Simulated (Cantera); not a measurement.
Input: 1 mol CaO, 10 mol O2, 0.93 mol N2, held at 975 °C and 75.0 Torr.

Cantera equilibrium calculation (NASA polynomials, part measured and part estimated; ideal gas, pure solids and liquids). Candidate condensed phases: Ca, CaO; 12 gas species. Rates play no part.

Base state: O2 0.915, N2 0.0850, NO 0.000191 (mole fractions); condensed: CaO(s).

Q: What changes in the equilibrium state with this change: CaO replaced by FeS?

A: 
```
species          before     after
-------------  --------  --------
O2                0.915     0.810
SO2                   0    0.0937
N2               0.0850    0.0915
SO3                   0   0.00472
NO             0.000191  0.000186
CaO(s), mol        1.00         0
Fe2O3(s), mol         0     0.500
```
Further candidate phases: Fe, FeO, FeS, FeSO4, FeS2, Fe2O3, Fe2(SO4)3, Fe3O4, S.
